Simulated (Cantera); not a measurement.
What does this Cantera script print?

```python
import numpy as np
import cantera as ct

gas_names = """
    H H2 H2S N NH NH2 NH3 N2 N2H2 N2H4 Ni NiS S SH SN S2 S8
""".split()
cond_names = """
    Ni(cr) Ni(L) NiS(b) NiS(a) NiS(L) NiS2(s) NiS2(L) Ni3S2(I) Ni3S2(II) Ni3S2(L) Ni3S4(s) S(cr1) S(cr2)
    S(L)
""".split()


# ... load() reads the species with a 1 bar reference pressure and builds the phases ...
atoms = {
    'Ni': {'Ni': 1},
    'H2S': {'H': 2, 'S': 1},
    'N2': {'N': 2},
}
top_T = {'Ni3S4(s)': 620}  # K; cautious upper limits of use, not melting points


# ... equilibrate(T, P, feed) seeds the gas with the atoms and calls Mixture.equilibrate('TP', solver="vcs", rtol=1e-11, max_steps=5000) ...
results = []
T = 1500  # K
P = 2500  # Pa
for m in [2.7, 3.9, 5.7, 8.4, 12, 18, 26, 38, 56, 82, 120, 180, 260]:
    feed = {'Ni': 1, 'H2S': 0.5, 'N2': m}  # mol
    mix = equilibrate(T, P, feed)
    results.append((T, P, feed, dict(zip(mix.species_names, mix.species_moles))))
    x = sorted(zip(gas.X, gas.species_names), reverse=True)
    print(f"T = {T:g} K  P = {P:g} Pa  n(N2) = {m:g} mol  gas = {mix.phase_moles(0):.4g} mol")
    print("   x: " + "  ".join(f"{s} {v:.3e}" for v, s in x if v > 1e-05))
    print("   condensed (mol): " + ("  ".join(f"{mix.phase(i).name} {mix.phase_moles(i):.4g}"
          for i in range(1, mix.n_phases) if mix.phase_moles(i) > 1e-12) or "none"))
```

Result:

```
T = 1500 K  P = 2500 Pa  n(N2) = 2.7 mol  gas = 3.202 mol
   x: N2 8.433e-01  H2 1.542e-01  H2S 1.895e-03  S2 4.579e-04  SH 1.361e-04  H 4.371e-05
   condensed (mol): Ni(cr) 0.2642  Ni3S2(L) 0.2453
T = 1500 K  P = 2500 Pa  n(N2) = 3.9 mol  gas = 4.402 mol
   x: N2 8.859e-01  H2 1.121e-01  H2S 1.378e-03  S2 4.579e-04  SH 1.161e-04  H 3.728e-05
   condensed (mol): Ni(cr) 0.2659  Ni3S2(L) 0.2447
T = 1500 K  P = 2500 Pa  n(N2) = 5.7 mol  gas = 6.203 mol
   x: N2 9.189e-01  H2 7.956e-02  H2S 9.780e-04  S2 4.579e-04  SH 9.778e-05  H 3.140e-05
   condensed (mol): Ni(cr) 0.2686  Ni3S2(L) 0.2438
T = 1500 K  P = 2500 Pa  n(N2) = 8.4 mol  gas = 8.905 mol
   x: N2 9.433e-01  H2 5.542e-02  H2S 6.812e-04  S2 4.579e-04  SH 8.161e-05  H 2.621e-05
   condensed (mol): Ni(cr) 0.2725  Ni3S2(L) 0.2425
T = 1500 K  P = 2500 Pa  n(N2) = 12 mol  gas = 12.51 mol
   x: N2 9.595e-01  H2 3.945e-02  H2S 4.849e-04  S2 4.579e-04  SH 6.885e-05  H 2.211e-05
   condensed (mol): Ni(cr) 0.2777  Ni3S2(L) 0.2408
T = 1500 K  P = 2500 Pa  n(N2) = 18 mol  gas = 18.51 mol
   x: N2 9.725e-01  H2 2.665e-02  S2 4.579e-04  H2S 3.276e-04  SH 5.659e-05  H 1.817e-05
   condensed (mol): Ni(cr) 0.2862  Ni3S2(L) 0.2379
T = 1500 K  P = 2500 Pa  n(N2) = 26 mol  gas = 26.51 mol
   x: N2 9.806e-01  H2 1.860e-02  S2 4.579e-04  H2S 2.286e-04  SH 4.728e-05  H 1.518e-05
   condensed (mol): Ni(cr) 0.2976  Ni3S2(L) 0.2341
T = 1500 K  P = 2500 Pa  n(N2) = 38 mol  gas = 38.52 mol
   x: N2 9.865e-01  H2 1.280e-02  S2 4.579e-04  H2S 1.573e-04  SH 3.922e-05  H 1.259e-05
   condensed (mol): Ni(cr) 0.3145  Ni3S2(L) 0.2284
T = 1500 K  P = 2500 Pa  n(N2) = 56 mol  gas = 56.53 mol
   x: N2 9.907e-01  H2 8.717e-03  S2 4.579e-04  H2S 1.072e-04  SH 3.237e-05  H 1.039e-05
   condensed (mol): Ni(cr) 0.3399  Ni3S2(L) 0.22
T = 1500 K  P = 2500 Pa  n(N2) = 82 mol  gas = 82.54 mol
   x: N2 9.935e-01  H2 5.967e-03  S2 4.579e-04  H2S 7.335e-05  SH 2.678e-05
   condensed (mol): Ni(cr) 0.3764  Ni3S2(L) 0.2078
T = 1500 K  P = 2500 Pa  n(N2) = 120 mol  gas = 120.6 mol
   x: N2 9.954e-01  H2 4.083e-03  S2 4.579e-04  H2S 5.019e-05  SH 2.215e-05
   condensed (mol): Ni(cr) 0.4295  Ni3S2(L) 0.19
T = 1500 K  P = 2500 Pa  n(N2) = 180 mol  gas = 180.6 mol
   x: N2 9.968e-01  H2 2.723e-03  S2 4.579e-04  H2S 3.348e-05  SH 1.809e-05
   condensed (mol): Ni(cr) 0.5133  Ni3S2(L) 0.162
T = 1500 K  P = 2500 Pa  n(N2) = 260 mol  gas = 260.6 mol
   x: N2 9.976e-01  H2 1.885e-03  S2 4.579e-04  H2S 2.318e-05  SH 1.505e-05
   condensed (mol): Ni(cr) 0.6248  Ni3S2(L) 0.1248
```

Method: chemical equilibrium by Gibbs-energy minimisation in Cantera with the NASA 1993 tables (ideal gas, pure condensed phases). Metal and sulfide melt together well below either melting point, which pure phases cannot show. Mutual solubility and eutectic melting of coexisting phases are not modelled.
